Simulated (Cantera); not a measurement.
A Cantera script and its output.

```python
import numpy as np
import cantera as ct

gas = ct.Solution("gri30.yaml")
gas.TPX = 973, 610, {'H2': 0.33, 'O2': 1}
reactor = ct.IdealGasConstPressureReactor(gas, energy="off", clone=False)
net = ct.ReactorNet([reactor])
net.rtol, net.atol = 1e-08, 1e-18
show = ['H2', 'O2', 'H2O', 'H2O2', 'OH', 'H']
times = np.geomspace(4e-06, 50, 11)

steps = ct.SolutionArray(gas, extra=["t"])
rows = []
print(f"{'t/s':>10s}{'T/K':>9s}{'P/Pa':>11s}" + "".join(f"{s:>11s}" for s in show))
for t in times:
    while net.time < t:
        t_next = net.step()
        steps.append(gas.state, t=t_next)
    rows.append([np.interp(t, steps.t, y) for y in (steps.T, steps.P, *steps(*show).X.T)])
    print(f"{t:10.3e}{rows[-1][0]:9.1f}{rows[-1][1]:11.4g}" + "".join(f"{x:11.3e}" for x in rows[-1][2:]))
rate = np.gradient(steps.T, steps.t)
print("integrator steps:", len(steps.t))
if steps.T.max() > steps.T[0] + 200:
    print(f"time of steepest temperature rise: {steps.t[rate.argmax()]:.4e} s")
gas.TPX = 973, 610, {'H2': 0.33, 'O2': 1}
gas.equilibrate("TP")
print(f"equilibrium (TP): T = {gas.T:.1f} K  " + "  ".join(f"{s} {gas[s].X[0]:.3e}" for s in show))
```

It prints:

```
       t/s      T/K       P/Pa         H2         O2        H2O       H2O2         OH          H
 4.000e-06    973.0        610  2.481e-01  7.519e-01  2.244e-16  2.626e-18  6.806e-15  1.543e-12
 2.050e-05    973.0        610  2.481e-01  7.519e-01  2.499e-14  6.767e-17  1.575e-13  7.794e-12
 1.051e-04    973.0        610  2.481e-01  7.519e-01  2.369e-12  1.773e-15  2.677e-12  3.898e-11
 5.384e-04    973.0        610  2.481e-01  7.519e-01  1.591e-10  4.670e-14  3.536e-11  2.791e-10
 2.759e-03    973.0        610  2.481e-01  7.519e-01  8.023e-08  1.408e-12  8.308e-09  5.791e-08
 1.414e-02    973.0        610  1.443e-02  6.539e-01  1.900e-01  1.209e-07  4.844e-03  9.566e-02
 7.248e-02    973.0        610  1.380e-03  7.122e-01  2.786e-01  2.626e-07  1.384e-03  2.398e-03
 3.714e-01    973.0        610  2.587e-05  7.166e-01  2.831e-01  1.241e-07  1.707e-04  5.290e-06
 1.904e+00    973.0        610  1.146e-06  7.167e-01  2.832e-01  3.089e-08  4.107e-05  7.180e-08
 9.756e+00    973.0        610  1.155e-07  7.167e-01  2.833e-01  8.258e-09  1.407e-05  2.887e-09
 5.000e+01    973.0        610  1.691e-08  7.167e-01  2.833e-01  2.131e-09  5.543e-06  1.770e-10
integrator steps: 1816
equilibrium (TP): T = 973.0 K  H2 1.648e-10  O2 7.167e-01  H2O 2.833e-01  H2O2 3.698e-11  OH 5.489e-07  H 1.789e-13
```

Detailed kinetics in Cantera: GRI-Mech 3.0 (53 species, 325 reactions). Radical loss at walls, strong at low pressure, is not modelled. The temperature is held fixed by assumption; the heat of reaction is taken as removed at once.
